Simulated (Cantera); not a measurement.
Source: NASA polynomial tables (part measured, part estimated), evaluated in Cantera. Values are per mole of reaction as written; species without (g) are pure solids or liquids, kept so even where they would boil at 1 bar.

Nb + O₂(g) = NbO₂(g), with ΔH° = -200.0 kJ and ΔS° = 31.2 J/K at 300 K.

**Question.** How far is the shortcut ΔG° ≈ ΔH°(300 K) − T·ΔS°(300 K) from the full temperature-dependent value at 1700, 1725, 1750, 1775, 1800, 1825, 1850 K?

**Answer.** 
```json
[
 {"T (K)": "1700", "shortcut (kJ)": "-253.1", "full (kJ)": "-241.6", "difference (kJ)": "-11.6", "difference in log10 K": "0.36"},
 {"T (K)": "1725", "shortcut (kJ)": "-253.9", "full (kJ)": "-242.0", "difference (kJ)": "-11.9", "difference in log10 K": "0.36"},
 {"T (K)": "1750", "shortcut (kJ)": "-254.7", "full (kJ)": "-242.5", "difference (kJ)": "-12.2", "difference in log10 K": "0.37"},
 {"T (K)": "1775", "shortcut (kJ)": "-255.5", "full (kJ)": "-242.9", "difference (kJ)": "-12.6", "difference in log10 K": "0.37"},
 {"T (K)": "1800", "shortcut (kJ)": "-256.3", "full (kJ)": "-243.3", "difference (kJ)": "-12.9", "difference in log10 K": "0.38"},
 {"T (K)": "1825", "shortcut (kJ)": "-257.0", "full (kJ)": "-243.8", "difference (kJ)": "-13.3", "difference in log10 K": "0.38"},
 {"T (K)": "1850", "shortcut (kJ)": "-257.8", "full (kJ)": "-244.2", "difference (kJ)": "-13.6", "difference in log10 K": "0.39"}
]
```
The shortcut ignores the heat-capacity change of the reaction.
